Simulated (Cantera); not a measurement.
Charge: 1 mol FeS2, 57 mol H2, 0.92 mol N2, held at 1525 °C and 38.0 Pa.

These are equilibrium values from Cantera (NASA tables, ideal gas, pure condensed phases), not measurements of a reactor. Candidate condensed phases: Fe, FeS, FeS2, S; 16 gas species. Equilibrium is a limit: real reactors are often held back by kinetics, nucleation or transport.

**Question.** What is the equilibrium state?

**Answer.** 
```json
{
 "x(H2)": "0.929",
 "x(H)": "0.0174",
 "x(Fe)": "0.0165",
 "x(N2)": "0.0152",
 "x(S2)": "0.0113",
 "x(SH)": "0.00444",
 "x(S)": "0.00398",
 "x(H2S)": "0.00209",
 "gas_amount": "60.50 mol",
 "log10 activity of Fe(δ) (absent)": "-0.66",
 "log10 activity of S(l) (absent)": "-4.15"
}
```
